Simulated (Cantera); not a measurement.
Input: 1 mol MgSO4, 0.036 mol C, 0.13 mol H2O, held at 923.15 K and 83.0 Pa.

Method: chemical equilibrium by Gibbs-energy minimisation in Cantera with the NASA 1993 tables (ideal gas, pure condensed phases). Candidate condensed phases: C, C6H6, C7H8, C8H18, H2O, H2SO4, Mg, MgCO3, MgO, Mg(OH)2, MgS, MgSO4, S; 130 gas species. Rates play no part.

Base state: H2O 0.546, SO2 0.302, CO2 0.151, SO3 0.000378, O2 8.13e-5 (mole fractions); condensed: MgO(s) + MgSO4(s).

### Question
What changes in the equilibrium state with this change: temperature from 923.15 K to 1798 K?

### Answer
```json
[
 {"species": "SO2", "before": "0.302", "after": "0.611"},
 {"species": "O2", "before": "8.13e-5", "after": "0.282"},
 {"species": "H2O", "before": "0.546", "after": "0.0773"},
 {"species": "CO2", "before": "0.151", "after": "0.0217"},
 {"species": "O", "before": "<1e-9", "after": "0.00220"},
 {"species": "SO", "before": "<1e-9", "after": "0.000773"},
 {"species": "H", "before": "<1e-9", "after": "0.000200"},
 {"species": "MgO(s), mol", "before": "0.0721", "after": "1.000"},
 {"species": "MgSO4(s), mol", "before": "0.928", "after": "0"}
]
```
